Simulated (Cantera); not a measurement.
A closed system holds: 1 mol B2H6, a varied amount of H2O, equilibrated at 1648.15 K and 0.00130 bar.

Method: chemical equilibrium by Gibbs-energy minimisation in Cantera with the NASA 1993 tables (ideal gas, pure condensed phases). Candidate condensed phases: B, B2O3, B3O3H3, H2O; 23 gas species. The feed counts by its element totals alone. The tables' values for BH2 are old estimates; treat these amounts as uncertain. Rates play no part.

x: gas mole fraction; n: condensed amount in mol.

```csv
n(H2O) (mol),x H2,x HBO,x B2O3,x B2O2,x HBO2,x BO,x H,n B(s)
0.41,0.909,0.0622,0.000940,0.0220,0.000324,(withheld),0.00236,1.59
0.74,0.865,0.0833,0.00244,0.0416,0.000596,(withheld),0.00230,1.27
1.1,0.830,0.0976,0.00416,0.0594,0.000834,(withheld),0.00225,0.923
1.4,0.807,0.106,0.00553,0.0718,0.000994,0.00621,0.00222,0.633
1.7,0.789,0.112,0.00680,0.0824,0.00113,0.00665,0.00220,0.344
2.1,0.773,0.114,0.0141,0.0874,0.00224,0.00685,0.00217,0
2.4,0.790,0.0889,0.0514,0.0518,0.0108,(withheld),0.00220,0
2.7,0.804,0.0617,0.0794,0.0245,0.0243,(withheld),0.00222,0
3.1,0.809,0.0275,0.0900,0.00485,0.0623,(withheld),0.00223,0
```

**Question.** What belongs in the gaps?

**Answer.** 
- 0.41, x BO: 0.00344
- 0.74, x BO: 0.00473
- 1.1, x BO: 0.00565
- 2.4, x BO: 0.00528
- 2.7, x BO: 0.00363
- 3.1, x BO: 0.00161
